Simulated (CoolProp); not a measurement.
A simple Rankine cycle with water: condensing at 331.15 K, boiler at 0.296 MPa, turbine inlet 446.2 K, turbine efficiency 0.75, pump efficiency 0.7, no recuperator. Each further row changes one setting.

Values from CoolProp's reference Helmholtz-energy equation of state, Wagner 2002.

```json
[
 {"case": "as stated", "thermal efficiency (%)": "13.2", "net work (kJ/kg)": "338", "heat in (kJ/kg)": "2570", "turbine exit temperature (K)": "331.1", "volume ratio over the turbine": "11.6"},
 {"case": "turbine inlet 466.2 K", "thermal efficiency (%)": "13.3", "net work (kJ/kg)": "346", "heat in (kJ/kg)": "2610", "turbine exit temperature (K)": "331.1", "volume ratio over the turbine": "11.2"},
 {"case": "condensing temperature 323.15 K", "thermal efficiency (%)": "14.5", "net work (kJ/kg)": "376", "heat in (kJ/kg)": "2600", "turbine exit temperature (K)": "323.2", "volume ratio over the turbine": "16.5"},
 {"case": "boiler pressure 0.207 MPa", "thermal efficiency (%)": "11.6", "net work (kJ/kg)": "299", "heat in (kJ/kg)": "2570", "turbine exit temperature (K)": "331.1", "volume ratio over the turbine": "8.21"},
 {"case": "turbine efficiency 0.65", "thermal efficiency (%)": "11.4", "net work (kJ/kg)": "293", "heat in (kJ/kg)": "2570", "turbine exit temperature (K)": "331.1", "volume ratio over the turbine": "11.8"}
]
```

The expansion ends wet for: as stated; turbine inlet 466.2 K; condensing temperature 323.15 K; boiler pressure 0.207 MPa; turbine efficiency 0.65.
